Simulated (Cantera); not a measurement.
A perfectly stirred reactor is fed with 50.0 % CH4, 50.0 % CO2, at 0.967 atm; it is held at 2025 K, and followed from long to short residence time.

Model: GRI-Mech 3.0 (53 species, 325 reactions), integrated in Cantera.

One state of this run: x CH4 = 0.0126; x CO2 = 0.0225; x H2 = 0.400; x H2O = 0.0855; x CO = 0.430; x CH2O = 2.34e-6; x O2 = 2.89e-9. x: mole fraction; the columns are a selection and need not sum to one.

Q: Which value of τ (s) does it belong to?
A) 0.048
B) 0.098
C) 0.0056
D) 0.023

A: A, 0.048
